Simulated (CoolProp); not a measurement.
A single-stage vapour-compression cycle with vinyl chloride: evaporating at 239.15 K (dew point), condensing at 279.15 K (bubble point), superheat 5 K, subcooling 2 K, compressor efficiency 0.6, no pressure losses. Each further row changes one setting.

Model: reference Helmholtz-energy equation of state, Thol 2022, in CoolProp.

| case | cooling COP | pressure ratio | discharge temperature (K) | refrigerating effect (kJ/kg) | volumetric capacity (kJ/m³) |
|---|---|---|---|---|---|
| as stated | ___ | 5.25 | 362.9 | 319 | 407 |
| evaporating temperature 244.15 K | 3.74 | 4.12 | 351.1 | 322 | 515 |
| condensing temperature 274.15 K | 3.65 | 4.40 | 350.1 | 326 | 417 |
| subcooling 7 K | ___ | 5.25 | 362.9 | 326 | 417 |
| superheat 15 K | 3.10 | 5.25 | 374.6 | ___ | 400 |
| compressor efficiency 0.5 | 2.62 | 5.25 | 382.9 | 319 | 407 |

### Question
Complete the blanks.

### Answer

- as stated, cooling COP: 3.15
- subcooling 7 K, cooling COP: 3.22
- superheat 15 K, refrigerating effect (kJ/kg): 327
